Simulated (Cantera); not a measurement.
A perfectly stirred reactor is fed with H2 : O2 : N2 = 1 : 0.725 : 2.72 (molar parts), equivalence ratio 0.69, at 280000 Pa; it is adiabatic with a 375 K inlet, and is followed from long to short residence time, starting on the burning branch (τ in s: 0.18, 0.084, 0.039, 0.018, 0.0083, 0.0038, 0.0018, 0.00081, 0.00037, 0.00017, 7.9e-05, 3.6e-05).

Cantera simulation using the H2/O2 subset of GRI-Mech 3.0, which has no nitrogen chemistry; the numbers are that mechanism's predictions, not measurements. The hydrogen kinetics of GRI-Mech 3.0 are dated; newer H2 mechanisms differ, most at raised pressure.

Q: Predict: blow-out, bracketed by the residence times tried; x(H2) at τ = 0.180 s; x(O2) at τ = 0.180 s; x(O) at τ = 0.180 s; x(H2O2) at τ = 0.180 s; x(HO2) at τ = 0.180 s; x(H2) at τ = 1.80 ms; x(O2) at τ = 1.80 ms; x(O) at τ = 1.80 ms; x(H2O2) at τ = 1.80 ms; x(HO2) at τ = 1.80 ms.

A: 
- blow-out, bracketed by the residence times tried: burning at 36.0 µs, the shortest tried
- x(H2) at τ = 0.180 s: 0.000328
- x(O2) at τ = 0.180 s: 0.0564
- x(O) at τ = 0.180 s: 0.000168
- x(H2O2) at τ = 0.180 s: 2.35e-7
- x(HO2) at τ = 0.180 s: 2.90e-6
- x(H2) at τ = 1.80 ms: 0.00187
- x(O2) at τ = 1.80 ms: 0.0561
- x(O) at τ = 1.80 ms: 0.000802
- x(H2O2) at τ = 1.80 ms: 4.85e-7
- x(HO2) at τ = 1.80 ms: 8.56e-6
